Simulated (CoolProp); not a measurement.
Carbon dioxide at several states: Z from the reference equation and from simpler models built on Tc = 304.1 K, pc = 73.77 bar, ω = 0.224; each cubic takes its own stable root.

Model: reference Helmholtz-energy equation of state, Span 1996, in CoolProp.

| T (K) | p (bar) | phase | reference |
|---|---|---|---|
| 613 | 1.6 | gas | 0.9996 |
| 989.6 | 173 | supercritical | 1.038 |
| 677.8 | 368 | supercritical | 1.046 |

**Question.** How far does each simpler model (van der Waals, Redlich-Kwong, Soave-Redlich-Kwong, Peng-Robinson) lie from the reference over these 3 states: mean and median of the absolute difference, and the worst?

**Answer.** 
- van der Waals: mean 3.5 %, median 3.2 %, worst -7.4 % at 677.8 K and 368 bar
- Redlich-Kwong: mean 2.2 %, median 2.0 %, worst -4.4 % at 677.8 K and 368 bar
- Soave-Redlich-Kwong: mean 2.1 %, median 1.4 %, worst +4.9 % at 677.8 K and 368 bar
- Peng-Robinson: mean 0.4 %, median 0.3 %, worst +1.0 % at 677.8 K and 368 bar
